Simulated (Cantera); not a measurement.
Input (Python, Cantera):

```python
import numpy as np
import cantera as ct

gas = ct.Solution("gri30.yaml")
gas.TPX = 1775, 500000, {'C3H8': 1, 'O2': 15, 'N2': 40}
reactor = ct.IdealGasConstPressureReactor(gas, energy="on", clone=False)
net = ct.ReactorNet([reactor])
net.rtol, net.atol = 1e-08, 1e-16
show = ['C3H8', 'O2', 'CH2O', 'C2H', 'C2H6']
times = np.geomspace(5e-06, 2, 15)

steps = ct.SolutionArray(gas, extra=["t"])
rows = []
print(f"{'t/s':>10s}{'T/K':>9s}{'P/Pa':>11s}" + "".join(f"{s:>11s}" for s in show))
for t in times:
    while net.time < t:
        t_next = net.step()
        steps.append(gas.state, t=t_next)
    rows.append([np.interp(t, steps.t, y) for y in (steps.T, steps.P, *steps(*show).X.T)])
    print(f"{t:10.3e}{rows[-1][0]:9.1f}{rows[-1][1]:11.4g}" + "".join(f"{x:11.3e}" for x in rows[-1][2:]))
rate = np.gradient(steps.T, steps.t)
print("integrator steps:", len(steps.t))
if steps.T.max() > steps.T[0] + 200:
    print(f"time of steepest temperature rise: {steps.t[rate.argmax()]:.4e} s")
gas.TPX = 1775, 500000, {'C3H8': 1, 'O2': 15, 'N2': 40}
gas.equilibrate("HP")
print(f"equilibrium (HP): T = {gas.T:.1f} K  " + "  ".join(f"{s} {gas[s].X[0]:.3e}" for s in show))
```

Result:

```
       t/s      T/K       P/Pa       C3H8         O2       CH2O        C2H       C2H6
 5.000e-06   2234.2      5e+05  1.558e-20  1.799e-01  8.012e-07  2.116e-10  1.091e-13
 1.256e-05   2427.8      5e+05  2.610e-43  1.692e-01  2.705e-11  1.151e-19  1.390e-29
 3.157e-05   2567.4      5e+05 -1.979e-44  1.710e-01  6.919e-12 -8.480e-21 -4.180e-30
 7.933e-05   2598.5      5e+05  3.136e-44  1.713e-01  4.323e-12 -7.635e-23 -8.923e-33
 1.993e-04   2597.7      5e+05  3.862e-50  1.709e-01  4.231e-12  5.787e-24  2.105e-35
 5.008e-04   2594.2      5e+05  6.046e-52  1.699e-01  4.128e-12  5.343e-24  1.977e-35
 1.258e-03   2586.9      5e+05  1.679e-51  1.678e-01  3.915e-12  4.519e-24  1.730e-35
 3.162e-03   2575.4      5e+05  1.229e-51  1.645e-01  3.601e-12  3.460e-24  1.395e-35
 7.946e-03   2566.5      5e+05  9.619e-52  1.620e-01  3.375e-12  2.810e-24  1.178e-35
 1.997e-02   2564.9      5e+05  9.199e-52  1.616e-01  3.336e-12  2.706e-24  1.142e-35
 5.017e-02   2564.9      5e+05  9.195e-52  1.616e-01  3.335e-12  2.705e-24  1.142e-35
 1.261e-01   2564.9      5e+05  9.195e-52  1.616e-01  3.335e-12  2.705e-24  1.142e-35
 3.168e-01   2564.9      5e+05  9.195e-52  1.616e-01  3.335e-12  2.705e-24  1.142e-35
 7.959e-01   2564.9      5e+05  9.195e-52  1.616e-01  3.335e-12  2.705e-24  1.142e-35
 2.000e+00   2564.9      5e+05  9.195e-52  1.616e-01  3.335e-12  2.705e-24  1.142e-35
integrator steps: 1567
time of steepest temperature rise: 3.6262e-06 s
equilibrium (HP): T = 2564.9 K  C3H8 1.935e-51  O2 1.616e-01  CH2O 3.335e-12  C2H 2.937e-24  C2H6 2.296e-35
```

Computed with Cantera and GRI-Mech 3.0 (53 species, 325 reactions). GRI-Mech 3.0 was tuned for natural gas; its chemistry of propane as a main component is partial and can be far from experiment.
